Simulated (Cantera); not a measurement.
Mixture: CH₃OH : O₂ : N₂ = 1 : 2.88 : 10.8 (molar parts), at 290000 Pa, adiabatic and at constant pressure. Ignition delay is the time to a rise of 400 K.

Computed with Cantera and GRI-Mech 3.0 (53 species, 325 reactions). GRI-Mech 3.0 was tuned for natural gas; its chemistry of methanol as a main component is partial and can be far from experiment.

**Question.** What does this change do: CH3OH 1 to 2.1 parts?

**Answer.** 
| quantity | before | after |
|---|---|---|
| delay at 1175 K | 6.77 ms | 5.75 ms |
| delay at 1325 K | 0.718 ms | 0.589 ms |
| delay at 1475 K | 0.138 ms | 0.106 ms |
| delay at 1625 K | 40.4 µs | 29.0 µs |
| delay at 1775 K | 15.4 µs | 10.5 µs |
| apparent activation energy between 1700 and 1850 K | 150 kJ/mol | 160 kJ/mol |
